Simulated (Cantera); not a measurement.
Cantera run, input and output.

```python
import numpy as np
import cantera as ct

gas = ct.Solution("gri30.yaml")
gas.TPX = 950, 3000000, {'CH4': 1, 'CO': 0.85, 'O2': 4.25, 'N2': 16}
reactor = ct.IdealGasReactor(gas, energy="on", clone=False)
net = ct.ReactorNet([reactor])
net.rtol, net.atol = 1e-08, 1e-16
show = ['CH4', 'CO', 'O2', 'HO2', 'HCO', 'C2H']
times = np.geomspace(1e-06, 7, 10)

steps = ct.SolutionArray(gas, extra=["t"])
rows = []
print(f"{'t/s':>10s}{'T/K':>9s}{'P/Pa':>11s}" + "".join(f"{s:>11s}" for s in show))
for t in times:
    while net.time < t:
        t_next = net.step()
        steps.append(gas.state, t=t_next)
    rows.append([np.interp(t, steps.t, y) for y in (steps.T, steps.P, *steps(*show).X.T)])
    print(f"{t:10.3e}{rows[-1][0]:9.1f}{rows[-1][1]:11.4g}" + "".join(f"{x:11.3e}" for x in rows[-1][2:]))
rate = np.gradient(steps.T, steps.t)
print("integrator steps:", len(steps.t))
if steps.T.max() > steps.T[0] + 200:
    print(f"time of steepest temperature rise: {steps.t[rate.argmax()]:.4e} s")
gas.TPX = 950, 3000000, {'CH4': 1, 'CO': 0.85, 'O2': 4.25, 'N2': 16}
gas.equilibrate("UV")
print(f"equilibrium (UV): T = {gas.T:.1f} K  " + "  ".join(f"{s} {gas[s].X[0]:.3e}" for s in show))
```

Output:

```
       t/s      T/K       P/Pa        CH4         CO         O2        HO2        HCO        C2H
 1.000e-06    950.0      3e+06  4.525e-02  3.846e-02  1.923e-01  3.651e-11  4.430e-17  3.028e-39
 5.762e-06    950.0      3e+06  4.525e-02  3.846e-02  1.923e-01  2.184e-10  4.887e-17  1.388e-37
 3.320e-05    950.0      3e+06  4.525e-02  3.846e-02  1.923e-01  1.199e-09  7.515e-17  6.545e-36
 1.913e-04    950.0      3e+06  4.525e-02  3.846e-02  1.923e-01  5.502e-09  2.887e-16  2.617e-33
 1.102e-03    950.0      3e+06  4.525e-02  3.846e-02  1.923e-01  1.990e-08  4.085e-15  3.200e-29
 6.351e-03    950.1      3e+06  4.524e-02  3.846e-02  1.923e-01  3.191e-08  4.055e-14  1.045e-26
 3.659e-02    950.8  3.002e+06  4.519e-02  3.844e-02  1.923e-01  9.535e-08  3.743e-13  3.484e-24
 2.108e-01   2464.4  7.645e+06  1.316e-18  1.059e-03  7.729e-02  1.727e-05  4.093e-10  3.562e-25
 1.215e+00   2464.4  7.645e+06  1.316e-18  1.059e-03  7.729e-02  1.727e-05  4.093e-10  3.562e-25
 7.000e+00   2464.4  7.645e+06  1.316e-18  1.059e-03  7.729e-02  1.727e-05  4.093e-10  3.562e-25
integrator steps: 2759
time of steepest temperature rise: 1.4876e-01 s
equilibrium (UV): T = 2464.4 K  CH4 1.857e-18  CO 1.059e-03  O2 7.729e-02  HO2 1.727e-05  HCO 4.093e-10  C2H 4.024e-25
```

Detailed kinetics in Cantera: GRI-Mech 3.0 (53 species, 325 reactions). The pressure lies above the range GRI-Mech 3.0 was tuned for (to about 10 atm). Below about 1000 K GRI-Mech 3.0 lacks low-temperature oxidation paths.
